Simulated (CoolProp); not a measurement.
n-heptane along the isotherm 600 K: density (kg/m³) from the reference equation and from simpler models built on Tc = 541.2 K, pc = 2.774 MPa, ω = 0.349; each cubic takes its own stable root.

The numbers come from the reference Helmholtz-energy equation of state, Span 2003 in CoolProp. It is a short technical equation, of lower accuracy than the large ones.

```csv
p (MPa),phase,reference
0.297,gas,6.125
0.594,gas,12.60
0.892,gas,19.50
1.19,gas,26.86
1.49,gas,34.82
1.78,gas,43.13
2.08,gas,52.47
2.38,gas,62.73
2.67,gas,73.69
2.97,supercritical,86.34
3.27,supercritical,100.6
3.57,supercritical,116.7
3.86,supercritical,134.5
4.16,supercritical,155.4
```

**Question.** How far does each simpler model (ideal gas, Redlich-Kwong) lie from the reference over these 14 states: mean and median of the absolute difference, and the worst?

**Answer.** 
- ideal gas: mean 23.0 %, median 22.1 %, worst -46.2 % at 600 K and 4.16 MPa
- Redlich-Kwong: mean 2.0 %, median 1.2 %, worst +6.0 % at 600 K and 4.16 MPa
